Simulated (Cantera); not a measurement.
A closed system holds: 1 mol PbO, 0.33 mol O₂, 0.14 mol H₂, equilibrated at 500 K and 60.0 Torr.

Cantera equilibrium calculation (NASA polynomials, part measured and part estimated; ideal gas, pure solids and liquids). Candidate condensed phases: H₂O, Pb, PbO, PbO₂, Pb₃O₄; 12 gas species. Equilibrium is a limit: real reactors are often held back by kinetics, nucleation or transport.

Base state: H₂O 0.600, O₂ 0.400 (mole fractions); condensed: Pb₃O₄(s).

Problem. What changes in the equilibrium state with this change: temperature from 500 K to 1023 K?

Solution. 
```csv
species,before,after
O₂,0.400,0.650
H₂O,0.600,0.350
"Pb₃O₄(s), mol",0.333,0
"PbO(yellow), mol",0,1.000
```
